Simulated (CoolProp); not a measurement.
Vapour pressure (MPa) of tetrahydrofuran: the reference equation beside estimates from Tc = 540.2 K, pc = 5.304 MPa, ω = 0.234. Clausius-Clapeyron is anchored at 283.8 K with a constant enthalpy of vaporisation of 32.86 kJ/mol.

Computed with CoolProp (reference Helmholtz-energy equation of state, Fiedler 2023).

| T (K) | reference | Lee-Kesler | Clausius-Clapeyron | Redlich-Kwong | Peng-Robinson |
|---|---|---|---|---|---|
| 253.3 | 0.001981 | 0.001838 | 0.002074 | 0.004696 | 0.002090 |
| 268.6 | 0.004981 | 0.004645 | 0.005044 | 0.01109 | 0.005141 |
| 283.8 | 0.01109 | 0.01043 | 0.01109 | 0.02319 | 0.01128 |
| 299.1 | 0.02255 | 0.02143 | 0.02262 | 0.04432 | 0.02269 |
| 314.4 | 0.04227 | 0.04063 | 0.04302 | 0.07831 | 0.04225 |
| 329.7 | 0.07401 | 0.07194 | 0.07710 | 0.1297 | 0.07370 |
| 345 | 0.1223 | 0.1201 | 0.1312 | 0.2032 | 0.1216 |
| 360.2 | 0.1919 | 0.1901 | 0.2127 | 0.3035 | 0.1908 |
| 375.5 | 0.2894 | 0.2891 | 0.3327 | 0.4371 | 0.2882 |
| 390.8 | 0.4211 | 0.4231 | 0.5023 | 0.6087 | 0.4202 |

Absolute difference from the reference over all 10 rows, mean and median: Lee-Kesler 3.5 and 3.3 %, Clausius-Clapeyron 6.5 and 4.4 %, Redlich-Kwong 84.6 and 80.3 %, Peng-Robinson 1.3 and 0.6 %.
